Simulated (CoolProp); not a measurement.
A single-stage vapour-compression cycle with the fluid: evaporating at 193.15 K (dew point), condensing at 247.15 K (bubble point), superheat 0 K, subcooling 5 K, compressor efficiency 0.8, no pressure losses. The same conditions are run with several fluids, on thermodynamics alone (safety and materials aside).

Values from CoolProp's reference Helmholtz-energy equation of state of each fluid (ethylene: Smukala 2000; CH3F (R41): Lemmon 2006; R22: Kamei 1995; hydrogen chloride: Thol 2018; nitrous oxide: Lemmon 2006; R143a: Lemmon and Jacobsen 2000).

Task: Rank ethylene, CH3F (R41), R22, hydrogen chloride, nitrous oxide, R143a by cooling COP, highest first.

Result: R143a (2.37), R22 (2.35), CH3F (R41) (2.22), nitrous oxide (2.19), hydrogen chloride (2.16), ethylene (2.10)

```tsv
fluid	pressure ratio	discharge temperature (K)	refrigerating effect (kJ/kg)	volumetric capacity (kJ/m³)
ethylene	6.35	313.7	312	2010
CH3F (R41)	10.1	357.4	385	786
R22	18.6	338.3	204	115
hydrogen chloride	9.20	401.6	354	1110
nitrous oxide	9.13	350.1	277	1290
R143a	16.0	293.2	184	154
```
